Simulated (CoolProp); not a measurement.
Saturation properties of n-butane (Tc = 152.0 °C, pc = 3.796 MPa, ω = 0.201).

Values from CoolProp's reference Helmholtz-energy equation of state, Bücker 2006.

```csv
T (°C),p (MPa),enthalpy of vaporisation (kJ/kg),surface tension (mN/m)
-70.55,…,441.8,…
-65.25,0.003488,437.8,22.8
-59.95,0.005029,433.7,22.1
-54.65,0.007103,…,21.5
-49.35,0.009844,…,20.8
-44.05,0.01341,421.5,20.2
-38.65,0.01806,417.3,19.5
-33.35,0.02384,413.2,18.8
-28.05,0.03104,…,18.2
-22.75,0.03988,…,17.5
-17.45,0.05065,400.3,16.9
-12.15,0.06360,395.8,…
-6.85,0.07905,391.3,15.6
-1.45,0.09768,386.6,15.0
3.85,0.1191,381.8,14.4
```

What belongs in the gaps?


- -70.55, p (MPa): 0.002366
- -70.55, surface tension (mN/m): 23.5
- -54.65, enthalpy of vaporisation (kJ/kg): 429.7
- -49.35, enthalpy of vaporisation (kJ/kg): 425.6
- -28.05, enthalpy of vaporisation (kJ/kg): 408.9
- -22.75, enthalpy of vaporisation (kJ/kg): 404.6
- -12.15, surface tension (mN/m): 16.3

It boils at -0.5 °C under 1 atm.

Surface tension comes from a separate correlation (Mulero 2012).
